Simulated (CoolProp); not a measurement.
Saturation properties of R125 (Tc = 339.2 K, pc = 3.618 MPa, ω = 0.305).

The numbers come from the reference Helmholtz-energy equation of state, Lemmon 2005 in CoolProp.

```tsv
T (K)	p (MPa)	liquid cp (kJ/(kg K))	vapour Z	liquid viscosity (µPa s)	liquid conductivity (mW/(m K))
178.8	0.005087	1.040	0.9951	985	113
187.7	0.01039	1.051	0.9916	806	109
196.5	0.01950	1.063	0.9867	675	105
205.4	0.03456	1.077	0.9799	571	100
214.2	0.05758	1.093	0.9712	491	96.3
223	0.09147	1.110	0.9601	425	92.3
231.9	0.1401	1.129	0.9463	370	88.1
240.7	0.2060	1.150	0.9299	324	84.1
249.6	0.2948	1.174	0.9104	285	80.1
258.4	0.4086	1.200	0.8879	251	76.2
267.3	0.5549	1.231	0.8617	221	72.3
276.1	0.7352	1.268	0.8318	195	68.6
284.9	0.9562	1.313	0.7977	172	64.9
293.8	1.227	1.371	0.7581	151	61.2
```

It boils at 225.1 K under 1 atm.

Viscosity comes from a separate model (Huber 2006). Thermal conductivity comes from a separate model (Perkins 2006).
